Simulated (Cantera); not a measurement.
An isothermal plug-flow reactor at 1200 K and 3.40 bar (inlet), inlet velocity 0.25 m/s, active area per volume 980 1/m; feed 0.458 % CH4, 12.4 % O2, 87.2 % N2, equivalence ratio 0.074.

Cantera simulation using Deutschmann's 1995 Pt surface mechanism with GRI-Mech 3.0 gas chemistry; the numbers are that mechanism's predictions, not measurements. Catalytic surfaces can have several steady states; this one follows from the mechanism file's or the stated starting coverage. Mass transfer to the wall is taken as infinitely fast.

x: gas mole fraction; θ: surface coverage.

```tsv
z (m)	x CH4	x O2	x H2O	x CO2	x CO	θ free Pt	θ O*	θ OH*
0.0003	0.00344	0.121	0.00222	(withheld)	3.68e-6	0.323	0.676	0.00103
0.00064	0.00246	0.119	0.00412	(withheld)	2.92e-6	0.323	0.675	0.00139
0.0014	0.00109	0.117	0.00676	(withheld)	2.31e-6	0.324	0.674	0.00177
0.003	0.000183	0.115	0.00866	0.00428	7.22e-7	0.325	0.673	0.00200
0.0064	4.05e-6	0.114	0.00909	0.00452	6.69e-8	0.325	0.673	0.00205
0.014	1.30e-9	0.114	0.00914	0.00456	1.48e-8	0.325	0.673	0.00206
0.03	5.85e-11	0.114	0.00915	0.00457	1.59e-9	0.325	0.673	0.00206
```

Problem. What belongs in the gaps?

Solution. 
- 0.0003, x CO2: 0.00110
- 0.00064, x CO2: 0.00202
- 0.0014, x CO2: 0.00331
